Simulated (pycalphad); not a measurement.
Computed with pycalphad from the COST 507 light-alloy database (1999), at 1 atm. The database dates from 1999; later assessments differ in places, in temperatures and in the compounds included. Phase fractions are per mole of atoms.

Question: Give the equilibrium state of Si-72.12Sn (wt.%) at 900 K.

Answer: diamond (Si), fraction 0.620, with <0.01 Sn wt.%; liquid, fraction 0.380, with 99.97 Sn wt.%.

Question: Give the equilibrium state of Si-72.12Sn (wt.%) at 500 K.

Answer: 
```
T = 500.00 K, P = 101325 Pa, N = 1 mol of atoms
G = -16903 J/mol, H = 4961 J/mol, S = 43.73 J/(mol K)  (SER reference)
chemical potentials (J/mol): Si -10615, Sn -27180
phase             fraction      x(Si)      x(Sn)
DIAMOND_A4          0.6204     1.0000   1.89e-07
BCT_A5              0.3796       none     1.0000
```

DIAMOND_A4 is diamond (Si); BCT_A5 is bct (Sn). An entry "none" or "no" means that the model of the phase leaves that element out.
